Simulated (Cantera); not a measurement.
What does this Cantera script print?

```python
import numpy as np
import cantera as ct

gas_names = """
    CL CLO CL2 H HCL HNO HNO2 HNO3 HOCL HO2 H2 H2O H2O2 N NH NH2 NH3 NH2OH NO NO2 NO3 N2 N2H2 N2H4 N2O O
    OH O2 O3 Si SiCL SiCL2 SiCL3 SiCL4 SiH SiHCL3 SiH2 SiH2CL2 SiH3 SiH3CL SiH4 SiN SiO SiO2 Si2 Si2N
    Si3
""".split()
cond_names = """
    H2O(s) H2O(L) NH4CL(a) NH4CL(b) Si(cr) Si(L) SiO2(Lqz) SiO2(hqz) SiO2(L) Si2N2O(s) Si3N4(a)
""".split()


def load(file, names, dense=False):
    # The tables refer to 1 bar. Condensed volumes are neglected.
    table = {s.name: s for s in ct.Species.list_from_file(file)}
    out = []
    for n in names:
        d = dict(table[n].input_data)
        d["thermo"] = dict(d["thermo"], **{"reference-pressure": 1e5})
        if dense:
            d["equation-of-state"] = {"model": "constant-volume", "density": "1e6 g/cm^3"}
        out.append(ct.Species.from_dict(d))
    return out


gas = ct.Solution(thermo="ideal-gas", species=load("nasa_gas.yaml", gas_names))
cond = {s.name: ct.Solution(thermo="fixed-stoichiometry", species=[s], name=s.name)
        for s in load("nasa_condensed.yaml", cond_names, dense=True)}
atoms = {
    'SiCl4': {'Si': 1, 'CL': 4},
    'N2O': {'N': 2, 'O': 1},
    'H2': {'H': 2},
}
top_T = {'Si2N2O(s)': 2100, 'Si3N4(a)': 2400}  # K; cautious upper limits of use, not melting points


def equilibrate(T, P, feed):
    n = {}
    for name, mol in feed.items():
        for a, k in atoms[name].items():
            n[a] = n.get(a, 0.0) + k * mol
    gas.TPX = T, P, n
    mass = sum(n.values()) * gas.mean_molecular_weight
    gas.equilibrate("TP")
    valid = [c for c in cond.values() if c.min_temp <= T <= top_T.get(c.name, c.max_temp)]
    mix = ct.Mixture([(gas, mass / gas.mean_molecular_weight)] + [(c, 0.0) for c in valid])
    mix.T, mix.P = T, P
    mix.equilibrate("TP", solver="vcs", rtol=1e-11, max_steps=5000)
    return mix


results = []
feed = {'SiCl4': 1, 'N2O': 33, 'H2': 17}  # mol
P = 77  # Pa
for T in [625, 700, 775, 850, 925, 1000, 1075]:
    mix = equilibrate(T, P, feed)
    results.append((T, P, feed, dict(zip(mix.species_names, mix.species_moles))))

top = {s: max(r[3][s] / sum(r[3][g] for g in gas_names) for r in results) for s in gas_names}
cols = sorted((s for s in top if top[s] > 1e-06), key=lambda s: -top[s])[:9]
seen = [c for c in cond_names if any(r[3].get(c, 0) > 1e-12 for r in results)]
print("log10 of partial pressures in bar; condensed amounts in mol")
print(f"{'T/K':>10s}" + "".join(f"{s[:9]:>10s}" for s in cols + seen))
for T, P, feed, n in results:
    ng = sum(n[g] for g in gas_names)
    print(f"{T:10.4g}" + "".join(f"{np.log10(max(n[s] / ng * P / 1e5, 1e-99)):10.3f}" for s in cols)
          + "".join(f"{n.get(c, 0):10.4g}" for c in seen))
```

Output:

```
log10 of partial pressures in bar; condensed amounts in mol
       T/K        N2       H2O        O2       HCL       CL2        CL        NO        OH SiO2(Lqz) SiO2(hqz)
       625    -3.372    -3.709    -3.993    -4.335    -5.589   -10.076   -10.661   -14.203         1         0
       700    -3.373    -3.713    -3.990    -4.305    -6.047    -9.203    -9.841   -12.756         1         0
       775    -3.373    -3.715    -3.989    -4.296    -6.449    -8.514    -9.181   -11.586         1         0
       850    -3.373    -3.715    -3.989    -4.292    -6.791    -7.950    -8.638   -10.622         0         1
       925    -3.373    -3.715    -3.989    -4.291    -7.082    -7.478    -8.182    -9.813         0         1
      1000    -3.373    -3.715    -3.989    -4.291    -7.332    -7.077    -7.795    -9.125         0         1
      1075    -3.373    -3.715    -3.989    -4.292    -7.548    -6.731    -7.462    -8.533         0         1
```

Equilibrium computed with Cantera from the NASA thermochemical tables; the gas is ideal and each condensed phase is pure.
